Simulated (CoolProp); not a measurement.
Model: reference Helmholtz-energy equation of state, Guder 2009, in CoolProp.

Problem. For sulfur hexafluoride, give the phase and the cv (kJ/(kg K)), viscosity (µPa s), conductivity (mW/(m K)) at 228.6 K and 59.4 kPa; 228.6 K and 106 kPa; 228.6 K and 188 kPa.

Solution. 
- 228.6 K and 59.4 kPa: gas; cv 0.481, viscosity 12.0, conductivity 7.97
- 228.6 K and 106 kPa: gas; cv 0.483, viscosity 12.0, conductivity 7.96
- 228.6 K and 188 kPa: gas; cv 0.489, viscosity 12.0, conductivity 7.96

Viscosity comes from a separate model (Quiñones-Cisneros 2012). Thermal conductivity comes from a separate model (Assael 2012).
